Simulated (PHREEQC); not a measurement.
1 kg of water holding 0.37 mol/kgw KCl, 0.23 mol/kgw K2CO3, 0.03 mol/kgw KHCO3 and 0.012 mol/kgw K2SO4 is evaporated at 30 °C; the solids stay in contact with the brine. No CO2 enters from the air. Solids allowed: Arcanite, Kalicinite, Misenite, Sylvite. Others were left out.

The numbers come from PHREEQC with the Pitzer model, pitzer.dat.

Predict ionic strength, S in solution (mol/kgw) at water left (kg) = 0.6755, 0.5552.


```
water left (kg)  ionic strength  S in solution (mol/kgw)
---------------  --------------  -----------------------
0.6755                     1.67                   0.0178
0.5552                     2.03                   0.0216
```
